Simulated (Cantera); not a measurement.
A Cantera script and its output.

```python
import numpy as np
import cantera as ct

gas = ct.Solution("gri30.yaml")
gas.TPX = 1050, 101325, {'N2O': 1, 'H2O': 0.18}
inlet = ct.Reservoir(gas, clone=True)

reactor = ct.IdealGasConstPressureReactor(gas, energy="off", clone=False)
exhaust = ct.Reservoir(gas, clone=True)
tau = [1.7, 0.87, 0.44, 0.23, 0.11, 0.058, 0.03, 0.015, 0.0077, 0.0039][0]
for a, b in ((inlet, reactor), (reactor, exhaust)):
    ct.MassFlowController(a, b, mdot=lambda t: reactor.mass / tau)
net = ct.ReactorNet([reactor])
show = ['N2O', 'H2O', 'O2', 'OH', 'HO2', 'H2O2']

rows = []
print(f"{'tau/s':>10s}{'T/K':>9s}" + "".join(f"{s:>11s}" for s in show))
for tau in [1.7, 0.87, 0.44, 0.23, 0.11, 0.058, 0.03, 0.015, 0.0077, 0.0039]:
    net.initial_time = 0.0
    net.advance(30 * tau)
    before = gas.X
    net.advance(40 * tau)
    drift = np.max(np.abs(gas.X - before) / (gas.X + 1e-9))
    rows.append([gas.T, *gas[show].X, drift])
    print(f"{tau:10.3e}{gas.T:9.1f}" + "".join(f"{x:11.3e}" for x in gas[show].X))
```

It prints:

```
     tau/s      T/K        N2O        H2O         O2         OH        HO2       H2O2
 1.700e+00   1050.0  7.778e-01  1.488e-01  2.337e-02  5.416e-06  4.310e-07  6.702e-08
 8.700e-01   1050.0  8.097e-01  1.505e-01  1.259e-02  4.992e-06  6.320e-07  6.518e-08
 4.400e-01   1050.0  8.277e-01  1.515e-01  6.542e-03  4.479e-06  8.849e-07  6.719e-08
 2.300e-01   1050.0  8.370e-01  1.520e-01  3.465e-03  4.004e-06  1.149e-06  7.518e-08
 1.100e-01   1050.0  8.424e-01  1.523e-01  1.669e-03  3.555e-06  1.434e-06  9.012e-08
 5.800e-02   1050.0  8.448e-01  1.524e-01  8.817e-04  3.254e-06  1.638e-06  1.039e-07
 3.000e-02   1050.0  8.461e-01  1.525e-01  4.558e-04  2.996e-06  1.795e-06  1.146e-07
 1.500e-02   1050.0  8.468e-01  1.525e-01  2.269e-04  2.741e-06  1.899e-06  1.180e-07
 7.700e-03   1050.0  8.471e-01  1.525e-01  1.154e-04  2.487e-06  1.907e-06  1.076e-07
 3.900e-03   1050.0  8.473e-01  1.525e-01  5.747e-05  2.210e-06  1.749e-06  7.806e-08
```

Cantera simulation using GRI-Mech 3.0 (53 species, 325 reactions); the numbers are that mechanism's predictions, not measurements. GRI-Mech 3.0 was tuned for natural gas; its chemistry of N2O as a main component is partial and can be far from experiment. The mechanism lacks the step 2 NO + O2 → 2 NO2, which can matter for NO2 below about 1400 K. The temperature is held fixed by assumption; the heat of reaction is taken as removed at once.
